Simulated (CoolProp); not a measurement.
A single-stage vapour-compression cycle with the fluid: evaporating at 294.15 K (dew point), condensing at 318.15 K (bubble point), superheat 0 K, subcooling 2 K, compressor efficiency 0.9, no pressure losses. The same conditions are run with several fluids, on thermodynamics alone (safety and materials aside).

The numbers come from the reference Helmholtz-energy equation of state of each fluid (cyclopropane: Polt 1992; cyclohexane: Zhou 2014; methanol: de Reuck 1993; R142b: Lemmon 2006; cis-2-butene: Lemmon 2005; R114: Platzer 1990) in CoolProp. The equations of Platzer and Polt are older, rougher fits.

```
fluid         cooling COP  pressure ratio  discharge temperature (K)  refrigerating effect (kJ/kg)  volumetric capacity (kJ/m³)
------------  -----------  --------------  -------------------------  ----------------------------  ---------------------------
cyclopropane         9.97            1.85                      327.8                           357                            …
cyclohexane          10.4            2.77                      320.6                             …                            …
methanol             10.4            3.25                      359.5                          1120                          206
R142b                10.0            2.01                      320.6                           175                         2350
cis-2-butene            …               …                      321.5                             …                         1590
R114                 9.90               …                      318.2                             …                         1510
```

Task: Fill in the missing entries.

Result: 
- cyclopropane, volumetric capacity (kJ/m³): 4550
- cyclohexane, refrigerating effect (kJ/kg): 353
- cyclohexane, volumetric capacity (kJ/m³): 133
- cis-2-butene, cooling COP: 10.2
- cis-2-butene, pressure ratio: 2.08
- cis-2-butene, refrigerating effect (kJ/kg): 347
- R114, pressure ratio: 2.07
- R114, refrigerating effect (kJ/kg): 107

The compression ends wet for: R114.
